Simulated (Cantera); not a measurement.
## Premixed flame

A freely propagating, adiabatic, planar premixed flame of C₂H₄ : O₂ : N₂ : H₂O = 1 : 2.31 : 10.6 : 0.3 (molar parts), unburnt at 550 K and 2.66 atm; mixture-averaged transport, grid criteria slope 0.08 and curve 0.16, no radiation.

Cantera simulation using GRI-Mech 3.0 (53 species, 325 reactions); the numbers are that mechanism's predictions, not measurements. GRI-Mech 3.0 was tuned for natural gas; its chemistry of ethylene as a main component is partial and can be far from experiment. Burning velocities carry a grid error of a few per cent, more on coarse grids.

```json
[
 {"z (mm)": "-0.326", "T (K)": "550", "u (m/s)": "1.43", "x C₂H₄": "0.0703", "x O₂": "0.162", "x H₂O": "0.0211", "x H": "<1e-8", "x CO₂": "7.62e-8", "x HO₂": "2.14e-7"},
 {"z (mm)": "-0.217", "T (K)": "551", "u (m/s)": "1.43", "x C₂H₄": "0.0702", "x O₂": "0.162", "x H₂O": "0.0212", "x H": "<1e-8", "x CO₂": "9.12e-7", "x HO₂": "1.91e-6"},
 {"z (mm)": "-0.163", "T (K)": "554", "u (m/s)": "1.45", "x C₂H₄": "0.0700", "x O₂": "0.162", "x H₂O": "0.0215", "x H": "<1e-8", "x CO₂": "6.97e-6", "x HO₂": "1.09e-5"},
 {"z (mm)": "-0.109", "T (K)": "576", "u (m/s)": "1.51", "x C₂H₄": "0.0692", "x O₂": "0.159", "x H₂O": "0.0236", "x H": "<1e-8", "x CO₂": "6.97e-5", "x HO₂": "7.75e-5"},
 {"z (mm)": "-0.0543", "T (K)": "834", "u (m/s)": "2.22", "x C₂H₄": "0.0591", "x O₂": "0.138", "x H₂O": "0.0427", "x H": "1.88e-5", "x CO₂": "0.00169", "x HO₂": "0.000736"},
 {"z (mm)": "-0.0272", "T (K)": "1215", "u (m/s)": "3.30", "x C₂H₄": "0.0389", "x O₂": "0.103", "x H₂O": "0.0683", "x H": "0.000456", "x CO₂": "0.00606", "x HO₂": "0.000828"},
 {"z (mm)": "0", "T (K)": "1604", "u (m/s)": "4.43", "x C₂H₄": "0.0148", "x O₂": "0.0631", "x H₂O": "0.0948", "x H": "0.00213", "x CO₂": "0.0139", "x HO₂": "0.000342"},
 {"z (mm)": "0.0272", "T (K)": "1860", "u (m/s)": "5.19", "x C₂H₄": "0.00266", "x O₂": "0.0339", "x H₂O": "0.112", "x H": "0.00474", "x CO₂": "0.0236", "x HO₂": "6.86e-5"},
 {"z (mm)": "0.0543", "T (K)": "1985", "u (m/s)": "5.54", "x C₂H₄": "0.000223", "x O₂": "0.0175", "x H₂O": "0.120", "x H": "0.00728", "x CO₂": "0.0337", "x HO₂": "1.70e-5"},
 {"z (mm)": "0.109", "T (K)": "2056", "u (m/s)": "5.71", "x C₂H₄": "4.85e-7", "x O₂": "0.00628", "x H₂O": "0.123", "x H": "0.00971", "x CO₂": "0.0491", "x HO₂": "4.53e-6"},
 {"z (mm)": "0.217", "T (K)": "2104", "u (m/s)": "5.81", "x C₂H₄": "<1e-8", "x O₂": "0.00284", "x H₂O": "0.121", "x H": "0.00925", "x CO₂": "0.0600", "x HO₂": "2.21e-6"},
 {"z (mm)": "0.434", "T (K)": "2151", "u (m/s)": "5.92", "x C₂H₄": "<1e-8", "x O₂": "0.00165", "x H₂O": "0.123", "x H": "0.00703", "x CO₂": "0.0631", "x HO₂": "1.29e-6"},
 {"z (mm)": "0.869", "T (K)": "2193", "u (m/s)": "6.02", "x C₂H₄": "<1e-8", "x O₂": "0.000835", "x H₂O": "0.125", "x H": "0.00465", "x CO₂": "0.0639", "x HO₂": "6.41e-7"}
]
```
x: mole fraction of selected species; z is measured from the peak of heat release.

* **laminar burning velocity**: 143 cm/s
* **thermal thickness**: 0.109 mm
* **peak x(H)**: 0.00990
* **peak x(HO₂)**: 0.000881
* **grid points**: 148
